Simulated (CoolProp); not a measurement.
Vapour-liquid equilibrium of acetone (1) + n-hexane (2) at 0.425 MPa; x and y are mole fractions of (1).

Model: multi-fluid Helmholtz-energy mixture model, Lemmon 2006 and Thol 2019; pair parameters Bell 2016, in CoolProp.

| x | bubble temperature, mixture model (°C) | bubble temperature, Raoult's law (°C) | y, mixture model | y, Raoult's law |
|---|---|---|---|---|
| 0.05 | 116.3 | 121.6 | ? | 0.074 |
| 0.2 | ? | 118.4 | ? | 0.274 |
| 0.35 | 101.8 | 115.5 | 0.518 | 0.449 |
| 0.5 | 100.0 | 112.8 | ? | 0.602 |
| 0.65 | 99.4 | 110.4 | 0.657 | 0.737 |
| 0.8 | 100.0 | 108.1 | 0.746 | 0.858 |
| 0.95 | 103.1 | 105.9 | ? | 0.966 |

Fill in the missing entries.


- 0.05, y, mixture model: 0.159
- 0.2, bubble temperature, mixture model (°C): 106.0
- 0.2, y, mixture model: 0.406
- 0.5, y, mixture model: 0.590
- 0.95, y, mixture model: 0.910

The largest gap from Raoult's law is -13.7 K in bubble temperature, at x = 0.35. y crosses x between x = 0.65 and 0.8: the model has an azeotrope there.

The pair parameters rest on a limited set of measurements; away from them the model extrapolates.
